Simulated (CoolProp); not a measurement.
Model: reference Helmholtz-energy equation of state, Younglove 1994, in CoolProp. It is a modified Benedict-Webb-Rubin equation, recast in Helmholtz form.

Problem. Give the vapour pressure (MPa), liquid density (kg/m³), liquid viscosity (µPa s), vapour viscosity (µPa s) of saturated R123 at 316.9 K.

Solution. 
| T (K) | p (MPa) | liquid density (kg/m³) | liquid viscosity (µPa s) | vapour viscosity (µPa s) |
|---|---|---|---|---|
| 316.9 | 0.175 | 1410 | 338 | 11.4 |

Viscosity comes from a separate model (Tanaka 1996).
